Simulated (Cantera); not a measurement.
A freely propagating, adiabatic, planar premixed flame of H2 : O2 : N2 = 1 : 0.172 : 0.648 (molar parts), unburnt at 650 K and 1.00 bar; mixture-averaged transport, grid criteria slope 0.08 and curve 0.16, no radiation.

Computed with Cantera and the H2/O2 subset of GRI-Mech 3.0, which has no nitrogen chemistry. Burning velocities carry a grid error of a few per cent, more on coarse grids.

Q: How do the results move with these cheaper or finer settings: unity-Lewis-number transport; multicomponent transport; multicomponent+Soret transport; grid criteria slope 0.5, curve 1; grid criteria slope 0.25, curve 0.5; grid criteria slope 0.03, curve 0.06?

A: 
```csv
setting,laminar burning velocity,thermal thickness,peak x(OH),peak x(HO2),grid points
as above,926 cm/s,0.506 mm,0.00176,0.000188,136
unity-Lewis-number transport,570 cm/s,0.463 mm,0.00177,0.000157,127
multicomponent transport,904 cm/s,0.512 mm,0.00176,0.000187,136
multicomponent+Soret transport,882 cm/s,0.503 mm,0.00175,0.000189,136
"grid criteria slope 0.5, curve 1",1050 cm/s,0.710 mm,0.00186,0.000178,56
"grid criteria slope 0.25, curve 0.5",981 cm/s,0.579 mm,0.00181,0.000183,71
"grid criteria slope 0.03, curve 0.06",910 cm/s,0.489 mm,0.00176,0.000189,303
```
Unity Lewis numbers drop preferential diffusion, which matters most where H2 and H carry the flame; Soret adds thermal diffusion.
